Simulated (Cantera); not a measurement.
A closed system holds: 1 mol Pb, 0.79 mol H₂S, 34 mol H₂, at 10.0 mbar.

These are equilibrium values from Cantera (NASA tables, ideal gas, pure condensed phases), not measurements of a reactor. Candidate condensed phases: Pb, PbS, S; 10 gas species. The numbers say what is thermodynamically allowed, not how fast it happens.

Problem. At 925 K, list the 4 most abundant gas species with their mole fractions, and the condensed phases.

Solution. H₂ 0.990, H₂S 0.00836, PbS 0.00103, Pb 0.000267. Condensed: Pb(l) + PbS(s).
